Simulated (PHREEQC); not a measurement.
1 kg of water holding 0.039 mol Na2CO3, 0.37 mol NaOH and 0.22 mol NaCl is evaporated at 30 °C; the solids stay in contact with the brine. CO2 is held at log p = -3.4 (atm). Only these solids could form: Halite, Nahcolite, Natron, Trona.

The series has 18 steps of water left (kg), from 1.003 to 0.03282.

All values are PHREEQC results (Pitzer model, pitzer.dat), not measurements.

**Question.** Which solids form, in which order, and at which step of the series does each first stand?

**Answer.** Trona from water left = 0.1185 kg (pH 10.05); Halite from water left = 0.03282 kg (pH 9.71).
